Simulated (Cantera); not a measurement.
Gas mixture: C₃H₈ : CH₄ = 0.4 : 0.49 (molar parts), at 10.0 bar, frozen composition.

Cantera's kinetic-theory transport with the Lennard-Jones parameters of GRI-Mech 3.0, ideal gas; thermal conductivity in the mixture-averaged form. The composition is frozen, though it would react at the higher temperatures.

D: mixture-averaged diffusion coefficient of that species in the mixture.

| T (K) | ρ (kg/m³) | cp (J/kg/K) | μ (µPa s) | λ (mW/m/K) | Pr | D (cm²/s) CO₂ | D (cm²/s) H₂O | D (cm²/s) CH₃ |
|---|---|---|---|---|---|---|---|---|
| 400 | 8.61 | 2255 | 12.4 | ___ | 0.691 | 0.0200 | 0.0282 | 0.0289 |
| 650 | 5.30 | 3204 | 18.4 | ___ | 0.709 | 0.0484 | 0.0716 | 0.0684 |
| 900 | 3.83 | 3916 | 23.4 | ___ | 0.711 | 0.0857 | 0.130 | 0.120 |
| 1150 | 3.00 | 4432 | 27.8 | ___ | 0.709 | 0.131 | 0.201 | 0.181 |
| 1400 | 2.46 | 4814 | 31.8 | ___ | 0.706 | 0.182 | 0.284 | 0.252 |
| 1650 | 2.09 | 5112 | 35.5 | ___ | 0.704 | 0.241 | 0.377 | 0.332 |
| 1900 | 1.81 | 5342 | 39.0 | ___ | 0.702 | 0.305 | 0.480 | 0.420 |
| 2150 | 1.60 | 5518 | 42.3 | ___ | 0.700 | 0.375 | 0.591 | 0.516 |

### Question
Some entries are withheld; supply them.

### Answer

- 400, λ (mW/m/K): 40.5
- 650, λ (mW/m/K): 83.2
- 900, λ (mW/m/K): 129
- 1150, λ (mW/m/K): 174
- 1400, λ (mW/m/K): 217
- 1650, λ (mW/m/K): 258
- 1900, λ (mW/m/K): 297
- 2150, λ (mW/m/K): 333
